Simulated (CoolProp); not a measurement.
CHF3 (R23) along the isobar 0.995 MPa: fugacity coefficient from the reference equation and from simpler models built on Tc = 26.1 °C, pc = 4.832 MPa, ω = 0.263; each cubic takes its own stable root.

The numbers come from the reference Helmholtz-energy equation of state, Penoncello 2003 in CoolProp.

```
T (°C)  phase  reference  van der Waals  Redlich-Kwong  Soave-Redlich-Kwong  Peng-Robinson
------  -----  ---------  -------------  -------------  -------------------  -------------
7.85      gas     0.9085         0.9291         0.9170               0.9146         0.9070
20.95     gas     0.9219         0.9365         0.9271               0.9265         0.9191
34.05     gas     0.9328         0.9429         0.9357               0.9366         0.9294
47.15     gas     0.9419         0.9485         0.9431               0.9451         0.9383
60.25     gas     0.9495         0.9533         0.9495               0.9525         0.9459
73.45     gas     0.9560         0.9577         0.9550               0.9588         0.9525
86.55     gas     0.9615         0.9615         0.9598               0.9643         0.9582
99.65     gas     0.9662         0.9649         0.9640               0.9690         0.9632
112.75    gas     0.9703         0.9679         0.9676               0.9732         0.9675
125.85    gas     0.9739         0.9706         0.9709               0.9768         0.9713
138.95    gas     0.9770         0.9730         0.9737               0.9799         0.9747
152.05    gas     0.9797         0.9752         0.9763               0.9827         0.9777
165.25    gas     0.9822         0.9772         0.9786               0.9852         0.9804
178.35    gas     0.9843         0.9790         0.9806               0.9874         0.9827
```
